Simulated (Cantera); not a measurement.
**Gas activation for diamond growth**

An isothermal, constant-pressure homogeneous reactor starts with CH₄ : H₂ = 0.019 : 1 (molar parts), at 2125 K and 18.8 Torr.

Model: GRI-Mech 3.0 (53 species, 325 reactions), integrated in Cantera. GRI-Mech 3.0 stops at C3 and has no aromatics, soot or wall deposition, so with more carbon than oxygen in the feed, carbon stays in small species such as C2H2 where larger ones or solid carbon would form. Radical loss at walls, strong at low pressure, is not modelled.

```
t (s)        x CH₄   x H₂    x CH₂    x C₂H₂    x C₂H₆   x C₂H₄     x C₂H
--------  --------  -----  -------  --------  --------  -------  --------
0.000200    0.0185  0.981  8.28e-8   1.84e-8   1.37e-8  1.86e-7    <1e-12
0.000665    0.0181  0.980  8.90e-7   2.32e-6   1.34e-7  4.64e-6  9.03e-11
0.00221     0.0167  0.977  7.67e-6  0.000175   7.56e-7  3.92e-5   2.18e-8
0.00737     0.0103  0.975  2.25e-5   0.00298   7.98e-7  4.64e-5   8.37e-7
0.0245     0.00258  0.976  1.23e-5   0.00747   6.92e-8  5.87e-6   2.89e-6
0.0816    0.000424  0.973  3.48e-6   0.00879   2.34e-9  1.10e-6   4.32e-6
0.271      7.50e-5  0.970  8.93e-7   0.00900  8.64e-11  8.22e-7   5.29e-6
0.903      2.12e-5  0.968  3.08e-7   0.00903  8.19e-12  7.65e-7   5.85e-6
3.01       1.71e-5  0.968  2.53e-7   0.00903  5.63e-12  7.59e-7   5.91e-6
10.0       1.71e-5  0.968  2.53e-7   0.00903  5.63e-12  7.59e-7   5.91e-6
```
x: mole fraction; the columns are a selection and need not sum to one.

Equilibrium at this temperature and pressure: CH₄ 1.71e-5, H₂ 0.968, CH₂ 2.54e-7, C₂H₂ 0.00903, C₂H₆ 5.66e-12, C₂H₄ 7.59e-7, C₂H 5.91e-6 (gas phase only).
